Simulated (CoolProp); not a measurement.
Vapour-liquid equilibrium of isohexane (1) + benzene (2) at 329 K; x and y are mole fractions of (1).

Computed with CoolProp (multi-fluid Helmholtz-energy mixture model, Lemmon 2006 and Thol 2012; pair parameters Bell 2016).

**Question.** Give the bubble pressure and the first vapour's composition at x = 0.05, 0.65, 0.95. Is there an azeotrope?

**Answer.** x = 0.05: 0.5066 bar, y = 0.152; x = 0.65: 0.7993 bar, y = 0.743; x = 0.95: 0.8701 bar, y = 0.961. No azeotrope shows between x = 0.05 and 0.95.

Pair parameters are fitted to limited data, so mixtures are less certain than the pure fluids.
